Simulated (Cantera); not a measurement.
A Cantera script and what it prints.

```python
import numpy as np
import cantera as ct

gas_names = [...]  # 91 gases of nasa_gas.yaml made of C, Cl, H
cond_names = """
    C(gr) C6H6(L) C7H8(L) C8H18(L),n-octa
""".split()


# ... load() reads the species with a 1 bar reference pressure and builds the phases ...
atoms = {
    'CH3Cl': {'C': 1, 'H': 3, 'CL': 1},
}
top_T = {'C(gr)': 4500}  # K; cautious upper limits of use, not melting points


# ... equilibrate(T, P, feed) seeds the gas with the atoms and calls Mixture.equilibrate('TP', solver="vcs", rtol=1e-11, max_steps=5000) ...
results = []
feed = {'CH3Cl': 1}  # mol
T = 2050  # K
for P in [1, 5.2, 27, 140, 720, 3700, 19000, 100000]:
    mix = equilibrate(T, P, feed)
    results.append((T, P, feed, dict(zip(mix.species_names, mix.species_moles))))
    x = sorted(zip(gas.X, gas.species_names), reverse=True)
    print(f"T = {T:g} K  P = {P:g} Pa  gas = {mix.phase_moles(0):.4g} mol")
    print("   x: " + "  ".join(f"{s} {v:.3e}" for v, s in x if v > 1e-05))
    print("   condensed (mol): " + ("  ".join(f"{mix.phase(i).name} {mix.phase_moles(i):.4g}"
          for i in range(1, mix.n_phases) if mix.phase_moles(i) > 1e-12) or "none"))
```

It prints:

```
T = 2050 K  P = 1 Pa  gas = 2.766 mol
   x: H 3.709e-01  H2 2.673e-01  CL 1.832e-01  HCL 1.783e-01  C2H2,acetylene 2.838e-04
   condensed (mol): C(gr) 0.9983
T = 2050 K  P = 5.2 Pa  gas = 2.367 mol
   x: H2 3.825e-01  HCL 3.069e-01  H 1.946e-01  CL 1.156e-01  C2H2,acetylene 4.061e-04
   condensed (mol): C(gr) 0.998
T = 2050 K  P = 27 Pa  gas = 2.166 mol
   x: H2 4.457e-01  HCL 4.003e-01  H 9.217e-02  CL 6.128e-02  C2H2,acetylene 4.732e-04
   condensed (mol): C(gr) 0.9979
T = 2050 K  P = 140 Pa  gas = 2.074 mol
   x: H2 4.755e-01  HCL 4.527e-01  H 4.181e-02  CL 2.946e-02  C2H2,acetylene 5.048e-04
   condensed (mol): C(gr) 0.9979
T = 2050 K  P = 720 Pa  gas = 2.033 mol
   x: H2 4.888e-01  HCL 4.784e-01  H 1.869e-02  CL 1.354e-02  C2H2,acetylene 5.190e-04
   condensed (mol): C(gr) 0.9979
T = 2050 K  P = 3700 Pa  gas = 2.014 mol
   x: H2 4.948e-01  HCL 4.903e-01  H 8.296e-03  CL 6.085e-03  C2H2,acetylene 5.253e-04
   condensed (mol): C(gr) 0.9979
T = 2050 K  P = 19000 Pa  gas = 2.006 mol
   x: H2 4.974e-01  HCL 4.957e-01  H 3.670e-03  CL 2.708e-03  C2H2,acetylene 5.281e-04  CH4 1.753e-05
   condensed (mol): C(gr) 0.9978
T = 2050 K  P = 100000 Pa  gas = 2.003 mol
   x: H2 4.984e-01  HCL 4.982e-01  H 1.602e-03  CL 1.185e-03  C2H2,acetylene 5.292e-04  CH4 9.265e-05
   condensed (mol): C(gr) 0.9977
```

Method: chemical equilibrium by Gibbs-energy minimisation in Cantera with the NASA 1993 tables (ideal gas, pure condensed phases).
